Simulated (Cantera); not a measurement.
A closed system holds: 1 mol MgSO4, 1.9 mol H2O, 0.25 mol O2, at 1423 K and 57.0 mbar.

These are equilibrium values from Cantera (NASA tables, ideal gas, pure condensed phases), not measurements of a reactor. Candidate condensed phases: H2O, H2SO4, Mg, MgO, Mg(OH)2, MgS, MgSO4, S; 26 gas species. Equilibrium is a limit: real reactors are often held back by kinetics, nucleation or transport.

What is the equilibrium state?


```
Property                             Result
--------------------------------  ---------
x(H2O)                                0.521
x(SO2)                                0.273
x(O2)                                 0.205
x(SO3)                              0.00167
x(OH)                              0.000179
x(H2)                               3.08e-6
x(O)                                2.55e-6
n(MgO(s))                          1.00 mol
gas amount                        3.647 mol
log10 activity of S(l) (absent)      -10.46
log10 activity of Mg(l) (absent)     -15.34
```
